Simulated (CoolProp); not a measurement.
A closed Brayton cycle with carbon dioxide: compressor inlet 329.15 K and 9.7 MPa, high pressure 19.7 MPa, turbine inlet 940 K, compressor efficiency 0.8, turbine efficiency 0.9, recuperator effectiveness 0.95 (on enthalpy, no pinch check). Each further row changes one setting.

Model: reference Helmholtz-energy equation of state, Span 1996, in CoolProp.

```json
[
 {"case": "as stated", "thermal efficiency (%)": "36.6", "net work (kJ/kg)": "75.9", "compressor to turbine work": "0.31", "compressor exit (K)": "384.0", "turbine exit (K)": "846.7"},
 {"case": "turbine inlet 890 K", "thermal efficiency (%)": "35.2", "net work (kJ/kg)": "69.7", "compressor to turbine work": "0.33", "compressor exit (K)": "384.0", "turbine exit (K)": "799.9"},
 {"case": "compressor inlet 339.15 K", "thermal efficiency (%)": "36.0", "net work (kJ/kg)": "70.3", "compressor to turbine work": "0.36", "compressor exit (K)": "400.6", "turbine exit (K)": "846.7"},
 {"case": "high pressure 16.7 MPa", "thermal efficiency (%)": "34.4", "net work (kJ/kg)": "60.2", "compressor to turbine work": "0.29", "compressor exit (K)": "370.9", "turbine exit (K)": "868.0"},
 {"case": "recuperator effectiveness 0.5", "thermal efficiency (%)": "16.7", "net work (kJ/kg)": "75.9", "compressor to turbine work": "0.31", "compressor exit (K)": "384.0", "turbine exit (K)": "846.7"}
]
```
